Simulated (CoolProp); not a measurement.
o-xylene at 418.16 K and 0.624 MPa flows at 5.6 m/s in a round tube of 10 mm bore and 1.5 µm roughness, fully developed (64/Re and Nu = 3.66 if laminar; Colebrook and Gnielinski if turbulent). Each further row changes one setting.

Model: reference Helmholtz-energy equation of state, Zhou 2012, in CoolProp.

```
case               Reynolds number  Darcy friction factor  pressure drop (Pa/m)  heat-transfer coefficient (W/(m² K))  mass flow (kg/h)
-----------------  ---------------  ---------------------  --------------------  ------------------------------------  ----------------
as stated                   174000                 0.0171                 20700                                  9040              1220
velocity 11.2 m/s           349000                 0.0156                 75100                                 16900              2440
diameter 20 mm              349000                 0.0149                  8970                                  8180              4870
```

Viscosity comes from a separate model (Cao 2016). Thermal conductivity comes from a separate model (Mylona 2014).
